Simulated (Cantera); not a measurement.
Cantera run, input and output.

```python
import numpy as np
import cantera as ct

gas = ct.Solution("gri30.yaml")


def delay(T, t_max=10):
    gas.TPX = T, 101325, {'CH4': 1, 'C2H6': 0.056, 'O2': 1.46, 'N2': 8.64, 'H2': 0.078}
    reactor = ct.IdealGasReactor(gas, clone=False)
    net = ct.ReactorNet([reactor])
    net.rtol, net.atol = 1e-8, 1e-16
    while net.time < t_max:
        t_old, T_old = net.time, reactor.T
        net.step()
        if reactor.T > T + 400:  # ignition: a rise of 400 K
            return t_old + (T + 400 - T_old) / (reactor.T - T_old) * (net.time - t_old)
    return np.nan


taus = []
for T in [1275, 1375, 1475, 1575, 1675, 1775, 1875]:
    taus.append(delay(T))
    print(f"T0 = {T:6g} K   tau = {taus[-1]:.4e} s")
```

Result:

```
T0 =   1275 K   tau = 5.0725e-03 s
T0 =   1375 K   tau = 1.7835e-03 s
T0 =   1475 K   tau = 6.4227e-04 s
T0 =   1575 K   tau = 2.5437e-04 s
T0 =   1675 K   tau = 1.1620e-04 s
T0 =   1775 K   tau = 6.1531e-05 s
T0 =   1875 K   tau = 3.6943e-05 s
```

Cantera simulation using GRI-Mech 3.0 (53 species, 325 reactions); the numbers are that mechanism's predictions, not measurements.
